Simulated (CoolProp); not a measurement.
500 sccm (0 °C, 1 atm) of nitrogen bubbles through liquid methanol at 273.4 K and leaves saturated at a total pressure of 0.0655 MPa (ideal gas phase). Each further row changes one setting.

Model: reference Helmholtz-energy equation of state, de Reuck 1993, in CoolProp.

```json
[
 {"case": "as stated", "vapour pressure (kPa)": "4.12", "mole fraction of vapour": "0.0629", "delivery (mg/min)": "48.0", "delivery (sccm)": "33.6", "change of delivery for a bath 1 K warmer (%)": "6.9"},
 {"case": "bath temperature 278.4 K", "vapour pressure (kPa)": "5.61", "mole fraction of vapour": "0.0857", "delivery (mg/min)": "67.0", "delivery (sccm)": "46.8", "change of delivery for a bath 1 K warmer (%)": "6.8"},
 {"case": "total pressure 0.131 MPa", "vapour pressure (kPa)": "4.12", "mole fraction of vapour": "0.0315", "delivery (mg/min)": "23.2", "delivery (sccm)": "16.2", "change of delivery for a bath 1 K warmer (%)": "6.7"}
]
```
